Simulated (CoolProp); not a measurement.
Properties of n-butane along the isobar 0.651 MPa.

The numbers come from the reference Helmholtz-energy equation of state, Bücker 2006 in CoolProp.

```tsv
T (K)	phase	cp (kJ/(kg K))	cv (kJ/(kg K))	expansivity (1/kK)	viscosity (µPa s)	Prandtl number
286.9	liquid	2.376	1.685	1.909	178	3.85
318.9	liquid	2.566	1.799	2.338	131	3.47
350.9	gas	2.101	1.843	(withheld)	8.82	0.818
383	gas	2.183	1.965	3.544	9.61	0.789
415	gas	2.289	2.093	3.025	10.4	0.772
447	gas	(withheld)	2.221	2.667	11.1	0.757
479	gas	2.520	2.346	2.400	11.9	0.745
511	gas	2.635	2.466	2.191	12.6	0.732
543	gas	2.746	2.582	2.021	(withheld)	0.720
575	gas	(withheld)	2.692	1.879	14.1	0.707
```

### Question
Complete the blanks.

### Answer

- 350.9, expansivity (1/kK): 4.400
- 447, cp (kJ/(kg K)): 2.404
- 543, viscosity (µPa s): 13.4
- 575, cp (kJ/(kg K)): 2.853

Viscosity comes from a separate model (Vogel 1999). Thermal conductivity comes from a separate model (Perkins 2002).
